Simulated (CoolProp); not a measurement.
The numbers come from the reference Helmholtz-energy equation of state, Lemmon 2005 in CoolProp. It is a short technical equation, of lower accuracy than the large ones.

Task: For cis-2-butene, give the phase and the density (kg/m³), cp (kJ/(kg K)), cv (kJ/(kg K)), isothermal compressibility (1/MPa) at 337.9 K and 0.212 MPa; 337.9 K and 0.377 MPa.

Result: 
- 337.9 K and 0.212 MPa: gas; density 4.42, cp 1.65, cv 1.47, isothermal compressibility 4.93
- 337.9 K and 0.377 MPa: gas; density 8.16, cp 1.71, cv 1.50, isothermal compressibility 2.89
